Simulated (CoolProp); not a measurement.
A closed Brayton cycle with carbon dioxide: compressor inlet 327.15 K and 9.6 MPa, high pressure 26.9 MPa, turbine inlet 890 K, compressor efficiency 0.8, turbine efficiency 0.93, recuperator effectiveness 0.9 (on enthalpy, no pinch check). Each further row changes one setting.

Model: reference Helmholtz-energy equation of state, Span 1996, in CoolProp.

```csv
case,thermal efficiency (%),net work (kJ/kg),compressor to turbine work,compressor exit (K),turbine exit (K)
as stated,___,99.9,0.34,406.1,756.4
turbine inlet 840 K,___,90.3,0.37,406.1,___
compressor inlet 337.15 K,34.4,91.3,___,426.8,756.4
high pressure 22.9 MPa,34.4,___,0.32,___,776.6
recuperator effectiveness 0.5,22.5,99.9,0.34,406.1,756.4
```

Q: Complete the blanks.

A: 
- as stated, thermal efficiency (%): 35.7
- turbine inlet 840 K, thermal efficiency (%): 34.1
- turbine inlet 840 K, turbine exit (K): 711.1
- compressor inlet 337.15 K, compressor to turbine work: 0.40
- high pressure 22.9 MPa, net work (kJ/kg): 87.7
- high pressure 22.9 MPa, compressor exit (K): 393.3
